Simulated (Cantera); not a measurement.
**Ignition delay**

Mixture: 14.7 % H2, 17.9 % O2, 67.4 % N2, at 10.0 bar, adiabatic and at constant pressure. Ignition delay is the time to a rise of 400 K.

Detailed kinetics in Cantera: GRI-Mech 3.0 (53 species, 325 reactions). The hydrogen kinetics of GRI-Mech 3.0 are dated; newer H2 mechanisms differ, most at raised pressure. Where the delays flatten at high temperature, the 400 K rule measures the pace of heat release, not the induction time.

```tsv
T0 (K)	delay (ms)
1023	7.90
1123	0.740
1223	0.0270
1323	0.00454
1423	0.00242
1523	0.00164
1623	0.00125
1723	0.00103
1823	0.000919
```
